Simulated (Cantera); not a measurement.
Gas mixture: 100 % NH₃, at 100.0 Torr, frozen composition.

Cantera's kinetic-theory transport with the Lennard-Jones parameters of GRI-Mech 3.0, ideal gas; thermal conductivity in the mixture-averaged form. Polar gases are described roughly by these parameters.

D: mixture-averaged diffusion coefficient of that species in the mixture.

```csv
T (K),ρ (kg/m³),cp (J/kg/K),μ (µPa s),λ (mW/m/K),Pr,D (cm²/s) O,D (cm²/s) H₂,D (cm²/s) OH
400,0.0683,2269,13.9,(withheld),0.713,4.58,10.3,4.51
500,0.0546,2466,17.4,(withheld),0.716,6.88,15.2,6.77
600,0.0455,2662,20.9,(withheld),0.719,9.51,20.9,9.37
700,0.0390,2844,24.3,(withheld),0.721,12.5,27.2,12.3
800,0.0341,3009,27.5,(withheld),0.721,15.7,34.2,15.5
900,0.0303,3162,30.6,(withheld),0.721,19.3,41.7,19.0
1000,0.0273,3319,33.6,(withheld),0.725,23.1,49.9,22.7
```

### Question
What belongs in the gaps?

### Answer

- 400, λ (mW/m/K): 44.3
- 500, λ (mW/m/K): 60.1
- 600, λ (mW/m/K): 77.4
- 700, λ (mW/m/K): 95.8
- 800, λ (mW/m/K): 115
- 900, λ (mW/m/K): 134
- 1000, λ (mW/m/K): 154
